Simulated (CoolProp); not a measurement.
Vapour-liquid equilibrium of acetone (1) + dimethyl carbonate (2) at 0.124 MPa; x and y are mole fractions of (1).

Model: multi-fluid Helmholtz-energy mixture model, Lemmon 2006 and Zhou 2011; pair parameters Bell 2016, in CoolProp.

```tsv
x	bubble temperature, mixture model (°C)	bubble temperature, Raoult's law (°C)	y, mixture model	y, Raoult's law
0.05	?	93.8	0.135	0.128
0.125	89.3	90.0	?	0.288
0.2	85.8	86.5	0.418	0.418
0.275	?	83.3	?	0.525
0.35	79.9	80.4	?	0.615
0.425	77.4	77.6	0.674	0.689
0.5	75.0	75.1	?	0.753
0.575	72.8	72.8	0.791	0.806
0.65	?	70.6	0.839	0.853
0.725	68.7	68.6	0.882	0.893
0.8	66.8	66.7	?	0.927
0.875	64.9	64.9	0.953	0.957
0.95	63.2	63.2	0.982	0.984
```

Task: Some entries are withheld; supply them.

Result: 
- 0.05, bubble temperature, mixture model (°C): 93.4
- 0.125, y, mixture model: 0.294
- 0.275, bubble temperature, mixture model (°C): 82.7
- 0.275, y, mixture model: 0.519
- 0.35, y, mixture model: 0.603
- 0.5, y, mixture model: 0.736
- 0.65, bubble temperature, mixture model (°C): 70.7
- 0.8, y, mixture model: 0.919

The largest gap from Raoult's law is -0.7 K in bubble temperature, at x = 0.2. No azeotrope shows between x = 0.05 and 0.95.

The pair parameters rest on a limited set of measurements; away from them the model extrapolates.
